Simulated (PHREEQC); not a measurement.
TMAH is added in steps, without added water, to 1 kg of water holding 9.5 mmol/kgw NH4HS and 2.3 mmol/kgw HCl, at 85 °C. No oxygen is let in. CO2 from the air is kept out. Nothing may precipitate in this run.

Base run: PHREEQC, ion-association model, wateq4f.dat. Each further column changes one thing. The table gives H2S (mol/kgw).

| TMAH added (mol) | base | all activity coefficients set to 1 | database phreeqc.dat | metal-ligand complexes left out | Davies equation for every ion |
|---|---|---|---|---|---|
| 0 | 0.00318 | 0.00325 | 0.00318 | 0.00318 | 0.00318 |
| 0.001219 | 0.00235 | ? | 0.00235 | 0.00235 | 0.00235 |
| 0.002437 | 0.00168 | 0.00177 | 0.00167 | 0.00168 | 0.00168 |
| 0.003656 | 0.00116 | ? | 0.00116 | 0.00116 | 0.00116 |
| 0.004875 | 0.000795 | 0.000866 | ? | 0.000795 | 0.000796 |
| 0.006094 | 0.000537 | 0.000592 | 0.000533 | 0.000537 | 0.000538 |
| 0.006906 | 0.000409 | 0.000453 | 0.000406 | 0.000409 | 0.000409 |
| 0.008125 | 0.000262 | 0.000293 | 0.000260 | 0.000262 | 0.000262 |
| 0.009344 | 0.000154 | 0.000173 | 0.000153 | 0.000154 | 0.000154 |
| 0.01056 | 7.46e-5 | 8.30e-5 | ? | 7.46e-5 | 7.47e-5 |
| 0.01178 | 2.37e-5 | 2.50e-5 | 2.42e-5 | 2.37e-5 | 2.38e-5 |
| 0.013 | 7.97e-6 | 7.93e-6 | 8.32e-6 | 7.97e-6 | 7.99e-6 |

Fill in the missing entries.


- 0.001219, all activity coefficients set to 1: 0.00244
- 0.003656, all activity coefficients set to 1: 0.00125
- 0.004875, database phreeqc.dat: 0.000790
- 0.01056, database phreeqc.dat: 7.44e-5

The polysulfide entries of wateq4f.dat were taken out for this run. (CH3)4N+ isn't in the database: it is added as a free cation with an ion size of 4 Å. Away from 25 °C the constants follow the database's enthalpies or fits; those with neither stay at their 25 °C values. phreeqc.dat and wateq4f.dat share most of their constants, so their agreement is no independent check.
